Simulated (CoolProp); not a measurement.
Properties of R365MFC along the isotherm 500 K.

Model: reference Helmholtz-energy equation of state, Lemmon 2016, in CoolProp.

| p (MPa) | phase | cv (kJ/(kg K)) | fugacity coefficient |
|---|---|---|---|
| 0.103 | gas | (withheld) | 0.9912 |
| 0.235 | gas | 1.266 | 0.9801 |
| 0.535 | gas | 1.267 | (withheld) |
| 1.22 | gas | (withheld) | (withheld) |
| 2.77 | gas | 1.297 | (withheld) |
| 6.31 | supercritical | (withheld) | 0.5528 |
| 14.4 | supercritical | 1.334 | (withheld) |
| 32.7 | supercritical | 1.328 | 0.3212 |

**Question.** Fill in the missing entries.

**Answer.** 
- 0.103, cv (kJ/(kg K)): 1.265
- 0.535, fugacity coefficient: 0.9550
- 1.22, cv (kJ/(kg K)): 1.271
- 1.22, fugacity coefficient: 0.8993
- 2.77, fugacity coefficient: 0.7810
- 6.31, cv (kJ/(kg K)): 1.399
- 14.4, fugacity coefficient: 0.3588
